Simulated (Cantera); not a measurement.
Adiabatic ignition

An adiabatic, constant-volume homogeneous reactor starts with C₃H₈ : O₂ : N₂ = 1 : 4.17 : 15.7 (molar parts), at 1575 K and 11.0 bar.

Model: GRI-Mech 3.0 (53 species, 325 reactions), integrated in Cantera. GRI-Mech 3.0 was tuned for natural gas; its chemistry of propane as a main component is partial and can be far from experiment. Above 3000 K some thermodynamic fits are extrapolated.

```tsv
t (s)	T (K)	P (bar)	x C₃H₈	x O₂	x HCO	x CH₂CO	x H₂O	x CO₂	x H₂
7.00e-6	1663	12.1	0.0173	0.173	2.75e-5	0.00188	0.0192	0.000337	0.0118
3.05e-5	3233	25.4	<1e-12	0.00822	1.22e-6	<1e-12	0.130	0.0491	0.0265
0.000133	3228	25.3	<1e-12	0.00781	1.22e-6	<1e-12	0.129	0.0488	0.0268
0.000581	3228	25.3	<1e-12	0.00781	1.22e-6	<1e-12	0.129	0.0488	0.0268
0.00253	3228	25.3	<1e-12	0.00781	1.22e-6	<1e-12	0.129	0.0488	0.0268
0.0111	3228	25.3	<1e-12	0.00781	1.22e-6	<1e-12	0.129	0.0488	0.0268
0.0482	3228	25.3	<1e-12	0.00781	1.22e-6	<1e-12	0.129	0.0488	0.0268
0.210	3228	25.3	<1e-12	0.00781	1.22e-6	<1e-12	0.129	0.0488	0.0268
0.917	3228	25.3	<1e-12	0.00781	1.22e-6	<1e-12	0.129	0.0488	0.0268
4.00	3228	25.3	<1e-12	0.00781	1.22e-6	<1e-12	0.129	0.0488	0.0268
```
x: mole fraction; the columns are a selection and need not sum to one.

```
Property                                                             Value
---------------------------------  ---------------------------------------
time of steepest temperature rise                                  8.45 µs
temperature at 4.00 s                                               3228 K
equilibrium temperature                                             3228 K
x(C₃H₈) at 4.00 s                    <1e-12 (gas-phase equilibrium <1e-12)
x(O₂) at 4.00 s                    0.00781 (gas-phase equilibrium 0.00781)
x(HCO) at 4.00 s                   1.22e-6 (gas-phase equilibrium 1.22e-6)
```
